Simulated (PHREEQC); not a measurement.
## Phosphoric acid bath: an equilibrium model

A solution holds 0.0013 mol/kgw NaH2PO4 and 0.00093 mol/kgw H3AsO4, at 25 °C. Closed to the air; pH follows from the charge balance.

Computed with PHREEQC (ion-association model, wateq4f.dat).

Precipitation was switched off in this run.

What pH, ionic strength does the model give?

pH 3.17; ionic strength 0.00201 mol/kgw.

In which forms is As present?

H2AsO4- 89 %, H3AsO4 11 % of the As.

H3PO4, which wateq4f.dat lacks, is added to it with the constant of phreeqc.dat.
